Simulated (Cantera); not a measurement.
Input (Python, Cantera) and output of one run.

```python
import numpy as np
import cantera as ct

gas_names = """
    C CH CH2 CH3 CH2OH CH3O CH4 CH3OH CO CO2 COOH C2 C2H CHCO,ketyl C2H2,acetylene C2H2,vinylidene
    CH2CO,ketene C2H3,vinyl CH3CO,acetyl C2H4 C2H4O,ethylen CH3CHO,ethanal CH3COOH (HCOOH)2 C2H5 C2H6
    CH3OCH3 C2H5OH C2O C3 C3H3,propargyl C3H4,allene C3H4,propyne C3H4,cyclo- C3H5,allyl C3H6,propylene
    C3H6,cyclo- C3H6O C3H7,n-propyl C3H7,i-propyl C3H8 C3H8O,1propanol C3H8O,2propanol C3O2 C4 C4H2
    C4H4,1,3-cyclo- C4H6,butadiene C4H6,2-butyne C4H6,cyclo- C4H8,1-butene C4H8,cis2-buten
    C4H8,tr2-butene C4H8,isobutene C4H8,cyclo- (CH3COOH)2 C4H9,n-butyl C4H9,i-butyl C4H9,s-butyl
    C4H9,t-butyl C4H10,isobutane C4H10,n-butane C5 C5H6,1,3cyclo- C5H8,cyclo- C5H10,1-pentene
    C5H10,cyclo- C5H11,pentyl C5H11,t-pentyl C5H12,n-pentane C5H12,i-pentane CH3C(CH3)2CH3 C6H2
    C6H5,phenyl C6H5O,phenoxy C6H6 C6H5OH,phenol C6H10,cyclo- C6H12,1-hexene C6H12,cyclo- C6H13,n-hexyl
    C7H7,benzyl C7H8 C7H8O,cresol C7H14,1-heptene C7H15,n-heptyl C7H16,n-heptane C8H8,styrene
    C8H10,ethylbenz C8H16,1-octene C8H17,n-octyl C8H18,isooctane C8H18,n-octane C9H19,n-nonyl
    C10H8,naphthale C10H21,n-decyl C12H9,o-bipheny C12H10,bipheny H HCO HO2 H2 HCHO,formaldehy HCOOH H2O
    H2O2 O OH O2 O3 Si SiC SiC2 SiC4H12 SiH SiH2 SiH3 SiH4 SiO SiO2 Si2 Si2C Si3
""".split()
cond_names = """
    C(gr) C6H6(L) C7H8(L) C8H18(L),n-octa H2O(s) H2O(L) Si(cr) Si(L) SiC(b) SiO2(Lqz) SiO2(hqz) SiO2(L)
""".split()


def load(file, names, dense=False):
    # The tables refer to 1 bar. Condensed volumes are neglected.
    table = {s.name: s for s in ct.Species.list_from_file(file)}
    out = []
    for n in names:
        d = dict(table[n].input_data)
        d["thermo"] = dict(d["thermo"], **{"reference-pressure": 1e5})
        if dense:
            d["equation-of-state"] = {"model": "constant-volume", "density": "1e6 g/cm^3"}
        out.append(ct.Species.from_dict(d))
    return out


gas = ct.Solution(thermo="ideal-gas", species=load("nasa_gas.yaml", gas_names))
cond = {s.name: ct.Solution(thermo="fixed-stoichiometry", species=[s], name=s.name)
        for s in load("nasa_condensed.yaml", cond_names, dense=True)}
atoms = {
    'SiC': {'Si': 1, 'C': 1},
    'O2': {'O': 2},
    'H2': {'H': 2},
}
top_T = {'C(gr)': 4500, 'SiC(b)': 3050}  # K; cautious upper limits of use, not melting points


def equilibrate(T, P, feed):
    n = {}
    for name, mol in feed.items():
        for a, k in atoms[name].items():
            n[a] = n.get(a, 0.0) + k * mol
    gas.TPX = T, P, n
    mass = sum(n.values()) * gas.mean_molecular_weight
    gas.equilibrate("TP")
    valid = [c for c in cond.values() if c.min_temp <= T <= top_T.get(c.name, c.max_temp)]
    mix = ct.Mixture([(gas, mass / gas.mean_molecular_weight)] + [(c, 0.0) for c in valid])
    mix.T, mix.P = T, P
    mix.equilibrate("TP", solver="vcs", rtol=1e-11, max_steps=5000)
    return mix


results = []
T = 998  # K
P = 2500  # Pa
for m in [0.13, 0.16, 0.2, 0.25, 0.32, 0.4, 0.5, 0.62, 0.78, 0.98]:
    feed = {'SiC': 1, 'O2': m, 'H2': 300}  # mol
    mix = equilibrate(T, P, feed)
    results.append((T, P, feed, dict(zip(mix.species_names, mix.species_moles))))

top = {s: max(r[3][s] / sum(r[3][g] for g in gas_names) for r in results) for s in gas_names}
cols = sorted((s for s in top if top[s] > 1e-05), key=lambda s: -top[s])[:8]
seen = [c for c in cond_names if any(r[3].get(c, 0) > 1e-12 for r in results)]
print("log10 of partial pressures in bar; condensed amounts in mol")
print(f"{'n(O2)':>10s}" + "".join(f"{s[:9]:>10s}" for s in cols + seen))
for T, P, feed, n in results:
    ng = sum(n[g] for g in gas_names)
    print(f"{feed['O2']:10.4g}" + "".join(f"{np.log10(max(n[s] / ng * P / 1e5, 1e-99)):10.3f}" for s in cols)
          + "".join(f"{n.get(c, 0):10.4g}" for c in seen))
```

Output:

```
log10 of partial pressures in bar; condensed amounts in mol
     n(O2)        H2       CH4     C(gr)    SiC(b) SiO2(hqz)
      0.13    -1.602    -4.966         0    0.8701    0.1299
      0.16    -1.602    -4.875         0    0.8401    0.1599
       0.2    -1.602    -4.779         0    0.8001    0.1999
      0.25    -1.602    -4.682         0    0.7501    0.2499
      0.32    -1.603    -4.574         0    0.6802    0.3198
       0.4    -1.603    -4.477         0    0.6003    0.3997
       0.5    -1.603    -4.381         0    0.5004    0.4996
      0.62    -1.603    -4.287         0    0.3806    0.6194
      0.78    -1.603    -4.217   0.05152    0.2207    0.7793
      0.98    -1.603    -4.217    0.2515    0.0207    0.9793
```

Equilibrium computed with Cantera from the NASA thermochemical tables; the gas is ideal and each condensed phase is pure.
